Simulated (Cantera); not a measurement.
Cantera run, input and output.

```python
import numpy as np
import cantera as ct

surf = ct.Interface("diamond.yaml", "diamond_100")
gas, bulk = surf.adjacent["gas"], surf.adjacent["diamond"]
k = surf.kinetics_species_index(bulk.species_names[0])
cover = ["c6HH", "c6H*", "c6*H", "c6**", "c6HM", "c6B"]

rows, drift = [], 0.0
print(f"{'T':>10s}{'um/h':>11s}" + "".join(f"{s:>11s}" for s in cover))
for v in [925, 1000, 1075, 1150, 1225, 1300, 1375]:
    T, P, xH, xCH3 = v, 2700, 0.00059, 0.00012
    gas.TPX = T, P, {"H": xH, "CH3": xCH3, "CH4": 0.015, "H2": 1 - xH - xCH3 - 0.015}
    surf.TP = bulk.TP = T, P
    surf.coverages = "c6H*:0.1, c6HH:0.9"
    surf.advance_coverages(100.0)
    before = surf.coverages
    surf.advance_coverages(100.0)
    drift = max(drift, np.max(np.abs(surf.coverages - before) / (surf.coverages + 1e-9)))
    rate = surf.net_production_rates[k] * bulk.mean_molecular_weight / bulk.density * 3.6e9
    rows.append([rate, *surf[cover].coverages])
    print(f"{v:10.4g}{rate:11.4e}" + "".join(f"{x:11.3e}" for x in rows[-1][1:]))
```

It prints:

```
         T       um/h       c6HH       c6H*       c6*H       c6**       c6HM        c6B
       925 8.9202e-01  5.715e-01  1.033e-02  2.658e-01  4.152e-03  1.164e-01  2.421e-09
      1000 9.3580e-01  5.544e-01  1.657e-02  3.391e-01  7.528e-03  5.988e-02  2.539e-09
      1075 5.1356e-01  5.332e-01  2.412e-02  4.057e-01  1.187e-02  1.639e-02  1.394e-09
      1150 2.5236e-01  4.994e-01  3.152e-02  4.468e-01  1.606e-02  3.080e-03  6.848e-10
      1225 1.9796e-01  4.712e-01  3.840e-02  4.685e-01  1.944e-02  5.674e-04  5.372e-10
      1300 1.6520e-01  4.553e-01  4.463e-02  4.769e-01  2.177e-02  1.095e-04  4.483e-10
      1375 7.9953e-02  4.514e-01  5.004e-02  4.751e-01  2.295e-02  2.285e-05  2.170e-10
```

Cantera simulation using the Harris–Goodwin 1993 mechanism for the reconstructed diamond (100) surface; the numbers are that mechanism's predictions, not measurements.
